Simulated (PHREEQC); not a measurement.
0.096 g of hydrous ferric oxide (600 m²/g; 0.2 weak and 0.005 strong sites per Fe, Dzombak-Morel constants, diffuse double layer) in 1 kg of water with 0.005 mol/kgw of an inert sodium salt and 3.2e-06 mol MgCl2, 5e-06 mol SrCl2 and 5.8e-07 mol H3BO3, at 25 °C; the pH is set by adding NaOH or the inert anion's acid. Oxygen alone is held at its pressure in air (log pO2 = -0.68). No CO2 enters from the air. No solid was allowed to form.

Computed with PHREEQC (ion-association model, wateq4f.dat).

```json
[
 {"pH": "4", "Mg sorbed (%)": "0.0", "Sr sorbed (%)": "0.0", "B sorbed (%)": "0.0"},
 {"pH": "4.5", "Mg sorbed (%)": "0.0", "Sr sorbed (%)": "0.0", "B sorbed (%)": "0.1"},
 {"pH": "5", "Mg sorbed (%)": "0.0", "Sr sorbed (%)": "0.0", "B sorbed (%)": "0.1"},
 {"pH": "5.5", "Mg sorbed (%)": "0.0", "Sr sorbed (%)": "0.0", "B sorbed (%)": "0.1"},
 {"pH": "6", "Mg sorbed (%)": "0.0", "Sr sorbed (%)": "0.0", "B sorbed (%)": "0.1"},
 {"pH": "6.5", "Mg sorbed (%)": "0.0", "Sr sorbed (%)": "0.0", "B sorbed (%)": "0.1"},
 {"pH": "7", "Mg sorbed (%)": "0.3", "Sr sorbed (%)": "0.3", "B sorbed (%)": "0.1"},
 {"pH": "7.5", "Mg sorbed (%)": "(withheld)", "Sr sorbed (%)": "2.1", "B sorbed (%)": "0.1"},
 {"pH": "8", "Mg sorbed (%)": "(withheld)", "Sr sorbed (%)": "13.8", "B sorbed (%)": "0.1"},
 {"pH": "8.5", "Mg sorbed (%)": "(withheld)", "Sr sorbed (%)": "(withheld)", "B sorbed (%)": "0.1"},
 {"pH": "9", "Mg sorbed (%)": "(withheld)", "Sr sorbed (%)": "77.4", "B sorbed (%)": "0.0"},
 {"pH": "9.5", "Mg sorbed (%)": "99.3", "Sr sorbed (%)": "94.6", "B sorbed (%)": "0.0"},
 {"pH": "10", "Mg sorbed (%)": "99.9", "Sr sorbed (%)": "99.2", "B sorbed (%)": "0.0"}
]
```

Task: Some entries are withheld; supply them.

Result: 
- 7.5, Mg sorbed (%): 2.5
- 8, Mg sorbed (%): 19.0
- 8.5, Mg sorbed (%): 66.8
- 8.5, Sr sorbed (%): 45.2
- 9, Mg sorbed (%): 94.5
